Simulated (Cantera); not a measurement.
Feed: 1 mol Cu2O, 4.2 mol C, 0.49 mol N2, held at 1273.15 K and 0.410 bar.

Equilibrium computed with Cantera from the NASA thermochemical tables; the gas is ideal and each condensed phase is pure. Kinetics and transport are ignored.

| species | before | after |
|---|---|---|
| CO | 0.669 | 0.667 |
| N2 | 0.329 | 0.330 |
| CO2 | 0.00132 | 0.00319 |
| C(graphite), mol | 3.20 | 3.20 |
| Cu(s), mol | 2.00 | 2.00 |
Gas species are given as mole fractions.

### Question
What was changed between the two runs?
A) temperature from 1273.15 K to 2100 K
B) pressure from 0.410 bar to 1.00 bar
C) pressure from 0.410 bar to 0.0260 bar
D) temperature from 1273.15 K to 1400 K

### Answer
B, pressure from 0.410 bar to 1.00 bar
